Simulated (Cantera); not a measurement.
Feed: 1 mol TiO2, 0.58 mol CH4, 0.21 mol CO, equilibrated at 2098.15 K and 33.0 mbar.

Cantera equilibrium calculation (NASA polynomials, part measured and part estimated; ideal gas, pure solids and liquids). Candidate condensed phases: C, C6H6, C7H8, C8H18, H2O, Ti, TiC, TiO, TiO2, Ti2O3, Ti3O5, Ti4O7; 113 gas species. Mutual solubility and eutectic melting of coexisting phases are not modelled. TiO: taken at fixed stoichiometry. Rates play no part.

Base state: H2 0.584, CO 0.402, H 0.0130, H2O 0.000357, TiO 9.22e-5, CO2 4.99e-5 (mole fractions); condensed: TiO(l) + Ti2O3(s).

What changes in the equilibrium state with this change: TiO2 replaced by CuO?


| species | before | after |
|---|---|---|
| Cu | 0 | 0.311 |
| H2 | 0.584 | 0.278 |
| CO | 0.402 | 0.254 |
| CO2 | 4.99e-5 | 0.0229 |
| H2O | 0.000357 | 0.124 |
| H | 0.0130 | 0.00894 |
| TiO | 9.22e-5 | 0 |
| Cu2 | 0 | 0.00176 |
| O | 1.49e-8 | 1.08e-5 |
| OH | 9.40e-7 | 0.000472 |
| TiO(l), mol | 0.161 | 0 |
| Ti2O3(s), mol | 0.419 | 0 |
| Cu(l), mol | 0 | 0.102 |
Further candidate phases: Cu, CuO, Cu(OH)2, Cu2O.

What changes in the equilibrium state with this change: CH4 from 0.58 to 3.7 mol?


```
species             before    after
----------------  --------  -------
H2                   0.584    0.756
CO                   0.402    0.228
H                   0.0130   0.0147
TiO                9.22e-5  2.52e-9
C2H2 (acetylene)   2.57e-9  0.00108
CO2                4.99e-5  2.82e-8
H2O               0.000357  4.60e-7
TiO(l), mol          0.161        0
Ti2O3(s), mol        0.419        0
C(graphite), mol         0    0.679
TiC(s), mol              0    1.000
```
TiC: taken at fixed stoichiometry.
